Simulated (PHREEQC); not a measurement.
Solution (25 °C): 93 mmol/kgw Cu(NO3)2, 110 mmol/kgw HBF4 and 60 mmol/kgw H3BO3. Closed to the air; pH follows from the charge balance.

The numbers come from PHREEQC with the ion-association model, wateq4f.dat.

This is a speciation only: nothing precipitates in the calculation.

Task: Order these F species by the share of F that they hold, largest first: HF, BF4-, BF2(OH)2-, BF3OH-.

Result: BF4- (94 %), BF3OH- (3.8 %), HF (1.4 %), BF2(OH)2- (0.50 %)

Task: Order these B species by the share of B that they hold, largest first: BF4-, BF2(OH)2-, BF3OH-, H3BO3.

Result: BF4- (61 %), H3BO3 (35 %), BF3OH- (3.3 %), BF2(OH)2- (0.65 %)

The pH is 1.07 and the ionic strength 0.389 mol/kgw. Complexes and solids missing from the database can't appear. Real BF4- forms and hydrolyses slowly; the run takes it at equilibrium.
